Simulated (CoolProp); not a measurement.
Vapour-liquid equilibrium of R22 (1) + R123 (2) at 0.586 bar; x and y are mole fractions of (1).

Computed with CoolProp (multi-fluid Helmholtz-energy mixture model, Kamei 1995 and Younglove 1994; pair parameters Bell 2016).

```tsv
x	bubble temperature (°C)	y at the bubble point	dew temperature at overall composition x (°C)	liquid density (mol/L)
0.05	2.3	0.407	12.4	10.12
0.125	-10.7	0.702	10.5	10.63
0.2	-19.9	0.832	8.6	(withheld)
0.275	-26.8	0.896	6.4	11.55
0.35	-31.9	(withheld)	4.1	12.00
0.425	-36.0	0.953	1.6	12.46
0.5	-39.3	0.967	-1.1	12.92
0.575	-41.9	0.976	-4.3	13.41
0.65	-44.2	0.983	-7.8	13.91
0.725	-46.1	(withheld)	-12.1	14.44
0.8	-47.9	0.992	-17.3	14.99
0.875	-49.4	0.995	-24.2	15.59
0.95	(withheld)	0.998	-35.4	16.22
```

Problem. Complete the blanks.

Solution. 
- 0.2, liquid density (mol/L): 11.10
- 0.35, y at the bubble point: 0.932
- 0.725, y at the bubble point: 0.988
- 0.95, bubble temperature (°C): -50.9

No azeotrope shows between x = 0.05 and 0.95.

Pair parameters are fitted to limited data, so mixtures are less certain than the pure fluids. The gap from Raoult's law changes sign with composition, which may be real or a fault of the pair parameters; it wasn't checked against measurements.
